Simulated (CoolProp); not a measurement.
Vapour-liquid equilibrium of p-xylene (1) + n-undecane (2) at 286.85 °C; x and y are mole fractions of (1).

Values from CoolProp's multi-fluid Helmholtz-energy mixture model, Zhou 2012 and Aleksandrov 2011; pair parameters Bell 2016.

| x | bubble pressure (bar) | y at the bubble point | dew pressure at overall composition x (bar) | liquid density (mol/L) |
|---|---|---|---|---|
| 0.05 | 6.636 | 0.092 | … | … |
| 0.2 | 7.945 | … | 7.184 | 3.497 |
| 0.35 | 9.367 | 0.511 | … | … |
| 0.5 | … | 0.660 | … | 4.025 |
| 0.65 | 12.58 | 0.783 | 10.79 | 4.343 |
| 0.8 | 14.40 | 0.886 | 12.85 | 4.706 |
| 0.95 | 16.36 | 0.974 | 15.79 | 5.124 |

Task: What belongs in the gaps?

Result: 
- 0.05, dew pressure at overall composition x (bar): 6.441
- 0.05, liquid density (mol/L): 3.275
- 0.2, y at the bubble point: 0.327
- 0.35, dew pressure at overall composition x (bar): 8.102
- 0.35, liquid density (mol/L): 3.745
- 0.5, bubble pressure (bar): 10.91
- 0.5, dew pressure at overall composition x (bar): 9.267

No azeotrope shows between x = 0.05 and 0.95.

Pair parameters are fitted to limited data, so mixtures are less certain than the pure fluids.
